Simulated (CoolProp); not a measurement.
The numbers come from the reference Helmholtz-energy equation of state, Thol 2016 in CoolProp.

**Question.** For hexamethyldisiloxane (MM), give the phase and the density (kg/m³), cp (kJ/(kg K)), cv (kJ/(kg K)), Joule-Thomson coefficient (K/MPa) at -24.75 °C and 0.202 MPa.

**Answer.** 
- -24.75 °C and 0.202 MPa: liquid; density 811, cp 1.79, cv 1.43, Joule-Thomson coefficient -0.475
